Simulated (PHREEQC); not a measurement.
Consider water at 20 °C with 0.0026 mol H2SO4 and 0.18 mol KNO3 per kg of water. Closed to the air; pH follows from the charge balance.

Computed with PHREEQC (ion-association model, phreeqc.dat).

| Property | Result |
|---|---|
| pH | 2.40 |
| ionic strength | 0.186 mol/kgw |
| activity of water | 0.994 |
| specific conductance | 19800 µS/cm |
| density | 1.010 g/cm³ |
| total alkalinity | -5.20 meq/kg |

```tsv
species	molality	activity	log γ
NO3-	0.180	0.127	-0.153
K+	0.179	0.129	-0.143
H+	0.00495	0.00397	-0.096
SO4-2	0.00176	0.000534	-0.519
KSO4-	0.000589	0.000443	-0.124
HSO4-	0.000247	0.000185	-0.124
```

No solid was allowed to form.
